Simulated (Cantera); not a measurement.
Charge: 1 mol C2H6, 0.066 mol O2, 33 mol H2.

Equilibrium computed with Cantera from the NASA thermochemical tables; the gas is ideal and each condensed phase is pure. Candidate condensed phases: C, C6H6, C7H8, C8H18, H2O; 110 gas species. The ideal-gas law is rough above about 30 bar. The numbers say what is thermodynamically allowed, not how fast it happens.

Q: What condenses at these points (T in °C, P in Pa): (1200, 3700); (1050, 10000000); (1050, 1400000); (1150, 10); (1150, 72)?

A: 
| T (°C) | P in Pa | condensed phases | C condensed (%) |
|---|---|---|---|
| 1200 | 3700 | C | 93.2 |
| 1050 | 10000000 | gas only | 0.0 |
| 1050 | 1400000 | gas only | 0.0 |
| 1150 | 10 | C | 93.4 |
| 1150 | 72 | C | 93.4 |
